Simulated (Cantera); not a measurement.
An isothermal, constant-pressure homogeneous reactor starts with C2H6 : N2 = 1 : 9.3 (molar parts), at 1300 K and 14.3 Torr. Integrator tolerance rtol = 1e-08.

Detailed kinetics in Cantera: GRI-Mech 3.0 (53 species, 325 reactions). GRI-Mech 3.0 stops at C3 and has no aromatics, soot or wall deposition, so with more carbon than oxygen in the feed, carbon stays in small species such as C2H2 where larger ones or solid carbon would form. Radical loss at walls, strong at low pressure, is not modelled.

Q: What does this change do: temperature 1300 to 1250 K?

A: 
```json
[
 {"quantity": "x(C2H6) at 3.00 s", "before": "2.19e-6 (gas-phase equilibrium 5.71e-8)", "after": "8.02e-6 (gas-phase equilibrium 1.86e-7)"},
 {"quantity": "x(HCN) at 3.00 s", "before": "1.19e-8 (gas-phase equilibrium 0.0719)", "after": "3.16e-9 (gas-phase equilibrium 0.0682)"},
 {"quantity": "x(C2H) at 3.00 s", "before": "2.75e-10 (gas-phase equilibrium 3.99e-10)", "after": "1.28e-10 (gas-phase equilibrium 1.16e-10)"},
 {"quantity": "x(C2H4) at 3.00 s", "before": "0.0202 (gas-phase equilibrium 0.000376)", "after": "0.0322 (gas-phase equilibrium 0.000741)"},
 {"quantity": "x(CH2) at 3.00 s", "before": "4.30e-11 (gas-phase equilibrium 1.27e-11)", "after": "2.60e-11 (gas-phase equilibrium 4.58e-12)"}
]
```
